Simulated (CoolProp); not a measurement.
The numbers come from the reference Helmholtz-energy equation of state, Schmidt 1985 in CoolProp. Above 300 K oxygen's equation is extrapolated.

For oxygen, give the phase and the Joule-Thomson coefficient (K/MPa), viscosity (µPa s), Prandtl number at 261 K and 920 kPa; 293.8 K and 920 kPa.


- 261 K and 920 kPa: gas; Joule-Thomson coefficient 3.40, viscosity 18.6, Prandtl number 0.731
- 293.8 K and 920 kPa: gas; Joule-Thomson coefficient 2.72, viscosity 20.5, Prandtl number 0.724

Viscosity comes from a separate model (Lemmon 2004). Thermal conductivity comes from a separate model (Lemmon 2004).
